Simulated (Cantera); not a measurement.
A Cantera script and its output.

```python
import numpy as np
import cantera as ct

gas = ct.Solution("gri30.yaml")
gas.TPX = 1825, 1500000, {'CH4': 1, 'CO2': 2}
reactor = ct.IdealGasConstPressureReactor(gas, energy="off", clone=False)
net = ct.ReactorNet([reactor])
net.rtol, net.atol = 1e-08, 1e-18
show = ['CH4', 'CO2', 'C2H2', 'CH2', 'CO', 'H2O2']
times = np.geomspace(2e-06, 8, 9)

steps = ct.SolutionArray(gas, extra=["t"])
rows = []
print(f"{'t/s':>10s}{'T/K':>9s}{'P/Pa':>11s}" + "".join(f"{s:>11s}" for s in show))
for t in times:
    while net.time < t:
        t_next = net.step()
        steps.append(gas.state, t=t_next)
    rows.append([np.interp(t, steps.t, y) for y in (steps.T, steps.P, *steps(*show).X.T)])
    print(f"{t:10.3e}{rows[-1][0]:9.1f}{rows[-1][1]:11.4g}" + "".join(f"{x:11.3e}" for x in rows[-1][2:]))
rate = np.gradient(steps.T, steps.t)
print("integrator steps:", len(steps.t))
if steps.T.max() > steps.T[0] + 200:
    print(f"time of steepest temperature rise: {steps.t[rate.argmax()]:.4e} s")
gas.TPX = 1825, 1500000, {'CH4': 1, 'CO2': 2}
gas.equilibrate("TP")
print(f"equilibrium (TP): T = {gas.T:.1f} K  " + "  ".join(f"{s} {gas[s].X[0]:.3e}" for s in show))
```

Output:

```
       t/s      T/K       P/Pa        CH4        CO2       C2H2        CH2         CO       H2O2
 2.000e-06   1825.0    1.5e+06  3.320e-01  6.663e-01  1.631e-07  8.214e-08  2.716e-05  1.426e-14
 1.337e-05   1825.0    1.5e+06  3.227e-01  6.645e-01  9.034e-05  2.635e-07  4.037e-04  4.417e-14
 8.944e-05   1825.0    1.5e+06  2.558e-01  6.286e-01  1.310e-02  2.999e-07  9.902e-03  7.227e-13
 5.981e-04   1825.0    1.5e+06  1.153e-01  4.520e-01  7.298e-02  2.127e-07  1.115e-01  7.888e-12
 4.000e-03   1825.0    1.5e+06  2.300e-02  2.024e-01  8.370e-02  2.442e-07  3.344e-01  3.654e-11
 2.675e-02   1825.0    1.5e+06  1.495e-02  1.086e-01  2.505e-02  4.958e-08  4.740e-01  1.064e-11
 1.789e-01   1825.0    1.5e+06  2.307e-03  6.958e-02  3.927e-04  2.783e-09  5.305e-01  4.602e-12
 1.196e+00   1825.0    1.5e+06  2.853e-06  6.744e-02  8.471e-10  3.233e-12  5.325e-01  4.418e-12
 8.000e+00   1825.0    1.5e+06  2.851e-06  6.744e-02  8.456e-10  3.230e-12  5.325e-01  4.418e-12
integrator steps: 2413
equilibrium (TP): T = 1825.0 K  CH4 3.033e-06  CO2 6.744e-02  C2H2 9.260e-10  CH2 3.433e-12  CO 5.325e-01  H2O2 4.418e-12
```

Detailed kinetics in Cantera: GRI-Mech 3.0 (53 species, 325 reactions). The pressure lies above the range GRI-Mech 3.0 was tuned for (to about 10 atm).
